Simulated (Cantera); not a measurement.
# Reactions in the system Cu-H-O

Source: NASA polynomial tables (part measured, part estimated), evaluated in Cantera. Values are per mole of reaction as written; species without (g) are pure solids or liquids, kept so even where they would boil at 1 bar.

Cu2O + H2O(g) ⇌ H2O2(g) + 2 Cu

```csv
T (K),ΔH° (kJ),ΔS° (J/K),ΔG° (kJ),log10 K,condensed phases
1075,273.5,14.8,257.6,-12.52,"Cu2O(s), Cu(s)"
1175,273.2,14.5,256.2,-11.39,"Cu2O(s), Cu(s)"
1275,272.9,14.2,254.7,-10.44,"Cu2O(s), Cu(s)"
1375,298.8,33.3,253.0,-9.61,"Cu2O(s), Cu(l)"
1475,298.2,32.9,249.7,-8.84,"Cu2O(s), Cu(l)"
1575,232.4,-10.5,248.9,-8.25,"Cu2O(l), Cu(l)"
1675,231.2,-11.2,250.0,-7.80,"Cu2O(l), Cu(l)"
1775,230.0,-11.9,251.1,-7.39,"Cu2O(l), Cu(l)"
1875,228.7,-12.6,252.4,-7.03,"Cu2O(l), Cu(l)"
1975,227.5,-13.2,253.7,-6.71,"Cu2O(l), Cu(l)"
```
